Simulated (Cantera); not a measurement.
Stirred combustor or abatement burner

A perfectly stirred reactor is fed with 10.4 % CH4, 18.8 % O2, 70.8 % N2, equivalence ratio 1.1, at 1.00 bar; it is adiabatic with a 798 K inlet, and is followed from long to short residence time, starting on the burning branch (τ in s: 0.053, 0.026, 0.013, 0.0066, 0.0033, 0.0016, 0.00081, 0.00041, 0.0002, 0.0001, 5e-05, 2.5e-05, 1.3e-05).

Detailed kinetics in Cantera: GRI-Mech 3.0 (53 species, 325 reactions).

| τ (s) | T (K) | x CH4 | x O2 | x HCO | x CH2CO | x C2H4 |
|---|---|---|---|---|---|---|
| 0.053 | 2462 | 2.63e-6 | 0.00430 | 6.14e-8 | 1.10e-9 | 9.86e-11 |
| 0.026 | 2454 | 5.00e-6 | 0.00472 | 1.10e-7 | 2.13e-9 | 3.40e-10 |
| 0.013 | 2441 | 9.04e-6 | 0.00539 | 2.04e-7 | 3.96e-9 | 1.03e-9 |
| 0.0066 | 2420 | 1.56e-5 | 0.00636 | 3.81e-7 | 7.09e-9 | 2.73e-9 |
| 0.0033 | 2389 | 2.67e-5 | 0.00771 | 7.25e-7 | 1.26e-8 | 6.74e-9 |
| 0.0016 | 2346 | 4.64e-5 | 0.00948 | 1.42e-6 | 2.33e-8 | 1.64e-8 |
| 0.00081 | 2298 | 7.93e-5 | 0.0114 | 2.67e-6 | 4.35e-8 | 3.81e-8 |
| 0.00041 | 2246 | 0.000140 | 0.0136 | 5.03e-6 | 8.95e-8 | 9.50e-8 |
| 0.00020 | 2191 | 0.000268 | 0.0162 | 9.88e-6 | 2.25e-7 | 2.83e-7 |
| 0.00010 | 2139 | 0.000541 | 0.0196 | 1.93e-5 | 6.78e-7 | 9.91e-7 |
| 5.0e-5 | 2078 | 0.00125 | 0.0257 | 3.93e-5 | 2.84e-6 | 4.90e-6 |
| 2.5e-5 | 798 | 0.104 | 0.188 | <1e-12 | <1e-12 | <1e-12 |
| 1.3e-5 | 798 | 0.104 | 0.188 | <1e-12 | <1e-12 | <1e-12 |
x: mole fraction; the columns are a selection and need not sum to one.
